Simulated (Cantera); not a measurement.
# NO annealing gas

An isothermal, constant-pressure homogeneous reactor starts with 47.6 % NO, 52.4 % N₂, at 1950 K and 0.128 atm.

Detailed kinetics in Cantera: GRI-Mech 3.0 (53 species, 325 reactions).

```csv
t (s),x NO,x O,x N₂,x N₂O,x NO₂,x O₂
0.000100,0.476,2.30e-6,0.524,2.33e-6,8.31e-8,8.56e-9
0.000255,0.476,5.70e-6,0.524,5.85e-6,4.94e-7,5.50e-8
0.000652,0.476,1.38e-5,0.524,1.43e-5,2.60e-6,3.62e-7
0.00166,0.476,3.36e-5,0.524,3.26e-5,1.10e-5,2.73e-6
0.00425,0.476,7.82e-5,0.524,6.33e-5,3.24e-5,2.56e-5
0.0108,0.476,0.000120,0.524,9.04e-5,5.14e-5,0.000184
0.0277,0.474,0.000129,0.525,9.59e-5,5.54e-5,0.000714
0.0706,0.472,0.000138,0.526,9.44e-5,6.00e-5,0.00209
0.180,0.464,0.000157,0.530,9.06e-5,7.02e-5,0.00565
0.460,0.446,0.000199,0.539,8.18e-5,9.01e-5,0.0149
1.18,0.399,0.000276,0.562,6.30e-5,0.000119,0.0384
3.00,0.293,0.000397,0.615,3.22e-5,0.000131,0.0912
```
x: mole fraction; the columns are a selection and need not sum to one.

Equilibrium at this temperature and pressure: NO 0.00692, O 0.000610, N₂ 0.758, N₂O 1.38e-7, NO₂ 4.94e-6, O₂ 0.234 (gas phase only).
